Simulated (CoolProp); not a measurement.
Saturation properties of carbon dioxide.

Model: reference Helmholtz-energy equation of state, Span 1996, in CoolProp.

| T (K) | p (bar) | vapour density (kg/m³) | enthalpy of vaporisation (kJ/kg) | liquid cp (kJ/(kg K)) |
|---|---|---|---|---|
| 233.6 | 10.21 | 26.55 | ___ | 2.014 |
| 237 | 11.55 | 29.98 | 315.3 | 2.032 |
| 240.3 | 12.96 | 33.64 | 309.1 | ___ |
| 243.7 | ___ | 37.80 | 302.4 | 2.077 |
| 247.1 | ___ | 42.37 | 295.5 | 2.105 |
| 250.4 | 18.08 | ___ | 288.5 | 2.136 |
| 253.8 | 20.09 | 52.80 | 281.0 | ___ |
| 257.2 | 22.27 | 58.91 | 273.2 | 2.215 |
| 260.5 | 24.54 | 65.45 | 265.3 | 2.263 |
| 263.9 | ___ | 72.89 | 256.7 | 2.321 |

Fill in the missing entries.


- 233.6, enthalpy of vaporisation (kJ/kg): 321.6
- 240.3, liquid cp (kJ/(kg K)): 2.053
- 243.7, p (bar): 14.54
- 247.1, p (bar): 16.27
- 250.4, vapour density (kg/m³): 47.26
- 253.8, liquid cp (kJ/(kg K)): 2.173
- 263.9, p (bar): 27.06
